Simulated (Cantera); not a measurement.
An adiabatic, constant-pressure homogeneous reactor starts with CH3OH : O2 : N2 : H2O = 1 : 1.15 : 4.34 : 0.16 (molar parts), equivalence ratio 1.3, at 1500 K and 10.0 bar.

Model: GRI-Mech 3.0 (53 species, 325 reactions), integrated in Cantera. GRI-Mech 3.0 was tuned for natural gas; its chemistry of methanol as a main component is partial and can be far from experiment.

**Question.** Predict: time of steepest temperature rise; temperature at 7.00 s; equilibrium temperature; x(O2) at 7.00 s; x(H2O) at 7.00 s; x(H2O2) at 7.00 s; x(O) at 7.00 s.

**Answer.** 
| Property | Value |
|---|---|
| time of steepest temperature rise | 27.3 µs |
| temperature at 7.00 s | 2849 K |
| equilibrium temperature | 2849 K |
| x(O2) at 7.00 s | 0.00291 (gas-phase equilibrium 0.00291) |
| x(H2O) at 7.00 s | 0.238 (gas-phase equilibrium 0.238) |
| x(H2O2) at 7.00 s | 5.54e-7 (gas-phase equilibrium 5.54e-7) |
| x(O) at 7.00 s | 0.00112 (gas-phase equilibrium 0.00112) |
